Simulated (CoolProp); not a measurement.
Saturated liquid density (kg/m³) of decamethyltetrasiloxane (MD2M): the reference equation beside estimates from Tc = 599.4 K, pc = 1144 kPa, ω = 0.635. Rackett uses Z = 0.29056 − 0.08775 ω.

Values from CoolProp's reference Helmholtz-energy equation of state, Thol 2017.

```tsv
T (K)	reference	Rackett	van der Waals	Redlich-Kwong	Soave-Redlich-Kwong	Peng-Robinson
311.1	835.7	984.1	462.5	685.9	728.2	817.4
328.7	818.2	963.7	454.5	672.5	717.8	806.4
346.3	800.5	942.7	446.2	658.4	706.6	794.5
363.8	782.8	921.3	437.5	643.5	694.5	781.6
381.4	764.6	899.2	428.4	627.7	681.2	767.5
399	746.1	876.3	418.9	611.0	666.8	751.9
416.5	727.1	852.7	408.9	593.4	651.0	734.9
434.1	707.3	828.0	398.3	574.5	633.6	716.1
451.7	686.6	802.1	387.0	554.3	614.5	695.1
```

Absolute difference from the reference over all 9 rows, mean and median: Rackett 17.5 and 17.6 %, van der Waals 44.0 and 44.0 %, Redlich-Kwong 18.2 and 17.9 %, Soave-Redlich-Kwong 11.2 and 10.9 %, Peng-Robinson 1.0 and 1.1 %.
